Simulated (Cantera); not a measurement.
## Sublimation and decomposition of ceramics: TiC + C + H2

Feed: 1 mol TiC, 0.34 mol C, 2.5 mol H2, held at 60000 Pa.

These are equilibrium values from Cantera (NASA tables, ideal gas, pure condensed phases), not measurements of a reactor. Candidate condensed phases: C, C6H6, C7H8, C8H18, Ti, TiC; 77 gas species. TiC: taken at fixed stoichiometry. Rates play no part.

From 1727 °C to 2377 °C the condensed part is C(graphite) + TiC(s).

```json
[
 {"T (°C)": "1727", "x H2": "0.997", "x H": "0.00210", "x C2H2 (acetylene)": "0.000766", "x CH4": "0.000253", "x C4H2": "2.36e-7", "x C2H": "3.01e-8", "x CH3": "1.05e-5", "x C2H2 (vinylidene)": "7.06e-8", "n C(graphite)": "0.335", "n TiC(s)": "1.00"},
 {"T (°C)": "1777", "x H2": "0.996", "x H": "0.00292", "x C2H2 (acetylene)": "0.00106", "x CH4": "0.000222", "x C4H2": "4.53e-7", "x C2H": "6.86e-8", "x CH3": "1.28e-5", "x C2H2 (vinylidene)": "1.27e-7", "n C(graphite)": "0.334", "n TiC(s)": "1.00"},
 {"T (°C)": "1827", "x H2": "0.994", "x H": "0.00401", "x C2H2 (acetylene)": "0.00144", "x CH4": "0.000196", "x C4H2": "8.40e-7", "x C2H": "1.50e-7", "x CH3": "1.54e-5", "x C2H2 (vinylidene)": "2.21e-7", "n C(graphite)": "0.332", "n TiC(s)": "1.00"},
 {"T (°C)": "1877", "x H2": "0.992", "x H": "0.00542", "x C2H2 (acetylene)": "0.00192", "x CH4": "0.000174", "x C4H2": "1.51e-6", "x C2H": "3.16e-7", "x CH3": "1.83e-5", "x C2H2 (vinylidene)": "3.75e-7", "n C(graphite)": "0.330", "n TiC(s)": "1.00"},
 {"T (°C)": "1927", "x H2": "0.990", "x H": "0.00723", "x C2H2 (acetylene)": "0.00254", "x CH4": "0.000155", "x C4H2": "2.65e-6", "x C2H": "6.42e-7", "x CH3": "2.16e-5", "x C2H2 (vinylidene)": "6.20e-7", "n C(graphite)": "0.327", "n TiC(s)": "1.00"},
 {"T (°C)": "1977", "x H2": "0.987", "x H": "0.00953", "x C2H2 (acetylene)": "0.00330", "x CH4": "0.000138", "x C4H2": "4.52e-6", "x C2H": "1.27e-6", "x CH3": "2.53e-5", "x C2H2 (vinylidene)": "1.00e-6", "n C(graphite)": "0.323", "n TiC(s)": "1.00"},
 {"T (°C)": "2027", "x H2": "0.983", "x H": "0.0124", "x C2H2 (acetylene)": "0.00425", "x CH4": "0.000124", "x C4H2": "7.52e-6", "x C2H": "2.42e-6", "x CH3": "2.94e-5", "x C2H2 (vinylidene)": "1.58e-6", "n C(graphite)": "0.318", "n TiC(s)": "1.00"},
 {"T (°C)": "2077", "x H2": "0.979", "x H": "0.0159", "x C2H2 (acetylene)": "0.00540", "x CH4": "0.000112", "x C4H2": "1.22e-5", "x C2H": "4.49e-6", "x CH3": "3.38e-5", "x C2H2 (vinylidene)": "2.45e-6", "n C(graphite)": "0.312", "n TiC(s)": "1.000"},
 {"T (°C)": "2127", "x H2": "0.973", "x H": "0.0203", "x C2H2 (acetylene)": "0.00678", "x CH4": "0.000101", "x C4H2": "1.95e-5", "x C2H": "8.12e-6", "x CH3": "3.86e-5", "x C2H2 (vinylidene)": "3.71e-6", "n C(graphite)": "0.305", "n TiC(s)": "1.000"},
 {"T (°C)": "2177", "x H2": "0.966", "x H": "0.0255", "x C2H2 (acetylene)": "0.00843", "x CH4": "9.12e-5", "x C4H2": "3.03e-5", "x C2H": "1.43e-5", "x CH3": "4.38e-5", "x C2H2 (vinylidene)": "5.53e-6", "n C(graphite)": "0.297", "n TiC(s)": "1.000"},
 {"T (°C)": "2227", "x H2": "0.958", "x H": "0.0318", "x C2H2 (acetylene)": "0.0104", "x CH4": "8.25e-5", "x C4H2": "4.63e-5", "x C2H": "2.47e-5", "x CH3": "4.92e-5", "x C2H2 (vinylidene)": "8.07e-6", "n C(graphite)": "0.286", "n TiC(s)": "1.000"},
 {"T (°C)": "2277", "x H2": "0.948", "x H": "0.0392", "x C2H2 (acetylene)": "0.0126", "x CH4": "7.47e-5", "x C4H2": "6.94e-5", "x C2H": "4.15e-5", "x CH3": "5.49e-5", "x C2H2 (vinylidene)": "1.16e-5", "n C(graphite)": "0.274", "n TiC(s)": "1.000"},
 {"T (°C)": "2327", "x H2": "0.937", "x H": "0.0480", "x C2H2 (acetylene)": "0.0152", "x CH4": "6.76e-5", "x C4H2": "0.000102", "x C2H": "6.84e-5", "x CH3": "6.08e-5", "x C2H2 (vinylidene)": "1.64e-5", "n C(graphite)": "0.260", "n TiC(s)": "1.000"},
 {"T (°C)": "2377", "x H2": "0.923", "x H": "0.0581", "x C2H2 (acetylene)": "0.0181", "x CH4": "6.12e-5", "x C4H2": "0.000148", "x C2H": "0.000111", "x CH3": "6.68e-5", "x C2H2 (vinylidene)": "2.28e-5", "n C(graphite)": "0.244", "n TiC(s)": "1.000"}
]
```
x: gas mole fraction; n: condensed amount in mol.
